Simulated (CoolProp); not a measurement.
The fluid at 391.49 K and 10.9 MPa flows at 8.9 m/s in a round tube of 10 mm bore and 45 µm roughness, fully developed (64/Re and Nu = 3.66 if laminar; Colebrook and Gnielinski if turbulent). The same conditions are run with several fluids, on thermodynamics alone (safety and materials aside).

Model: reference Helmholtz-energy equation of state of each fluid (R143a: Lemmon and Jacobsen 2000; R152A: Outcalt 1996; nitrogen: Span 2000; ethane: Bücker 2006; R227EA: Lemmon 2016), in CoolProp.

| fluid | Reynolds number | Darcy friction factor | pressure drop (Pa/m) | heat-transfer coefficient (W/(m² K)) | mass flow (kg/h) |
|---|---|---|---|---|---|
| R143a | 1010000 | 0.0295 | 72200 | 27300 | 1550 |
| R152A | … | 0.0295 | … | 32400 | … |
| nitrogen | 343000 | 0.0297 | 10600 | … | 227 |
| ethane | … | 0.0296 | 17700 | … | 379 |
| R227EA | 915000 | 0.0295 | 128000 | 26200 | 2740 |

Question: What belongs in the gaps?

Answer: 
- R152A, Reynolds number: 817000
- R152A, pressure drop (Pa/m): 79400
- R152A, mass flow (kg/h): 1710
- nitrogen, heat-transfer coefficient (W/(m² K)): 3940
- ethane, Reynolds number: 689000
- ethane, heat-transfer coefficient (W/(m² K)): 14800

Transport values come from each fluid's own correlations; those of R143a, R152A, R227EA are estimates that may be off by 10 % or more.
